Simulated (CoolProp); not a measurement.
A Linde-Hampson liquefier for methane: isothermal reversible compression at 300 K from 1 atm to 30 MPa, throttling to 1 atm, return gas leaving the recuperator 2 K below the feed. Each further row changes one setting.

The numbers come from the reference Helmholtz-energy equation of state, Setzmann 1991 in CoolProp.

```
case                        liquid yield per pass  compression work (kJ/kg of gas)
--------------------------  ---------------------  -------------------------------
as stated                                       ?                              833
high pressure 60 MPa                        0.241                              951
warm-end temperature 330 K                      ?                                ?
warm-end gap 7 K                            0.222                              833
```

Question: Fill in the missing entries.

Answer: 
- as stated, liquid yield per pass: 0.232
- warm-end temperature 330 K, liquid yield per pass: 0.180
- warm-end temperature 330 K, compression work (kJ/kg of gas): 937
